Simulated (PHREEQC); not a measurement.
0.01 mol of CaSeO3 (CaSeO3) is brought to equilibrium with 1 kg of water holding 0.1 mol NaCl, at 25 °C, the pH being set by adding NaOH or HCl. No oxygen is let in. No CO2 enters from the air. The run lets CaSeO3, Portlandite precipitate or redissolve, and no other solid.

The numbers come from PHREEQC with the ion-association model, wateq4f.dat.

Predict dissolved Ca (mol/kgw) at pH = 8, 9.2.


```json
[
 {"pH": "8", "dissolved Ca (mol/kgw)": "0.00689"},
 {"pH": "9.2", "dissolved Ca (mol/kgw)": "0.00455"}
]
```
